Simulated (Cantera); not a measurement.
A closed system holds: 1 mol (CH₃)₂SiCl₂, 0.091 mol HCl, 1100 mol H₂, at 4.65 Torr.

Equilibrium computed with Cantera from the NASA thermochemical tables; the gas is ideal and each condensed phase is pure. Candidate condensed phases: C, C₆H₆, C₇H₈, C₈H₁₈, Si, SiC; 109 gas species. The feed counts by its element totals alone. Kinetics and transport are ignored.

Problem. Which condensed phases are stable at each of these points (T (K)): 1025, 1175, 1325, 1475, 1625, 1775, 1925, 2075, 2225, 2375?

Solution. 
```
T (K)      condensed phases  Si condensed (%)
-----  --------------------  ----------------
1025   C(graphite) + SiC(s)             100.0
1175   C(graphite) + SiC(s)             100.0
1325   C(graphite) + SiC(s)             100.0
1475   C(graphite) + SiC(s)             100.0
1625   C(graphite) + SiC(s)              99.9
1775   C(graphite) + SiC(s)              99.0
1925   C(graphite) + SiC(s)              85.1
2075               gas only               0.0
2225               gas only               0.0
2375               gas only               0.0
```

From 1025 K to 1925 K the condensed part is C(graphite) + SiC(s). From 2075 K to 2375 K nothing is condensed.
